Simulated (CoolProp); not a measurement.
1,2-dichloroethane along the isobar 19.4 bar: Z from the reference equation and from simpler models built on Tc = 561.6 K, pc = 52.26 bar, ω = 0.269; each cubic takes its own stable root.

Computed with CoolProp (reference Helmholtz-energy equation of state, Thol 2015).

| T (K) | phase | reference | van der Waals | Redlich-Kwong | Soave-Redlich-Kwong | Peng-Robinson |
|---|---|---|---|---|---|---|
| 413.6 | liquid | 0.05253 | 0.09072 | 0.06300 | 0.06027 | 0.05322 |
| 425.9 | liquid | 0.05216 | 0.09019 | 0.06287 | 0.06001 | 0.05297 |
| 438.3 | liquid | 0.05191 | 0.08999 | 0.06297 | 0.05997 | [?] |
| 450.6 | liquid | 0.05180 | 0.7633 | 0.06333 | 0.06016 | 0.05305 |
| 463 | liquid | [?] | 0.7833 | 0.06403 | 0.06065 | 0.05346 |
| 475.3 | liquid | 0.05209 | 0.8004 | 0.06515 | 0.06152 | [?] |
| 487.7 | liquid | 0.05258 | 0.8155 | 0.7711 | 0.06291 | 0.05544 |
| 500 | gas | 0.7685 | [?] | [?] | 0.7773 | 0.7621 |

Complete the blanks.


- 438.3, Peng-Robinson: 0.05290
- 463, reference: 0.05185
- 475.3, Peng-Robinson: 0.05421
- 500, van der Waals: 0.8287
- 500, Redlich-Kwong: 0.7915

At some of these states van der Waals, Redlich-Kwong gives the other phase, because its saturation line lies elsewhere.
